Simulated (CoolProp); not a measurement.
Vapour-liquid equilibrium of hydrogen sulfide (1) + n-heptane (2) at 41.35 °C; x and y are mole fractions of (1).

Values from CoolProp's multi-fluid Helmholtz-energy mixture model, Lemmon 2006 and Span 2003; pair parameters Kunz 2012.

**Question.** Give the bubble pressure and the first vapour's composition at x = 0.35, 0.5, 0.8. Is there an azeotrope?

**Answer.** x = 0.35: 1.172 MPa, y = 0.989; x = 0.5: 1.570 MPa, y = 0.992; x = 0.8: 2.326 MPa, y = 0.996. No azeotrope shows between x = 0.05 and 0.95.

Pair parameters are fitted to limited data, so mixtures are less certain than the pure fluids. The gap from Raoult's law changes sign with composition, which may be real or a fault of the pair parameters; it wasn't checked against measurements.
